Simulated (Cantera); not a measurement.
An isothermal, constant-pressure homogeneous reactor starts with N₂O : O₂ = 1 : 1.5 (molar parts), at 1525 K and 13300 Pa.

Detailed kinetics in Cantera: GRI-Mech 3.0 (53 species, 325 reactions). GRI-Mech 3.0 was tuned for natural gas; its chemistry of N2O as a main component is partial and can be far from experiment. The temperature is held fixed by assumption; the heat of reaction is taken as removed at once.

x: mole fraction; the columns are a selection and need not sum to one.

```
t (s)       x N₂O   x O₂      x O     x NO₂     x N₂      x NO
--------  -------  -----  -------  --------  -------  --------
0.000700    0.397  0.600  9.03e-5   1.06e-7  0.00240  0.000692
0.00182     0.391  0.600  9.03e-5   6.68e-7  0.00629   0.00186
0.00474     0.378  0.601  9.02e-5   3.32e-6   0.0161   0.00481
0.0123        ___  0.603  9.00e-5       ___      ___       ___
0.0321      0.274  0.607  8.92e-5   3.14e-5   0.0916    0.0273
0.0837      0.155  0.614  8.66e-5   6.45e-5    0.178    0.0529
0.218      0.0403  0.622  7.31e-5  0.000100    0.262    0.0764
0.567     0.00271  0.625  2.48e-5  0.000172    0.290    0.0823
1.48      1.46e-5  0.625  1.24e-5  0.000256    0.292    0.0823
3.84      1.99e-6  0.625  1.24e-5  0.000256    0.292    0.0823
10.0      1.98e-6  0.625  1.24e-5  0.000256    0.292    0.0820
```

### Question
What belongs in the gaps?

### Answer

- 0.0123, x N₂O: 0.345
- 0.0123, x NO₂: 1.19e-5
- 0.0123, x N₂: 0.0400
- 0.0123, x NO: 0.0119
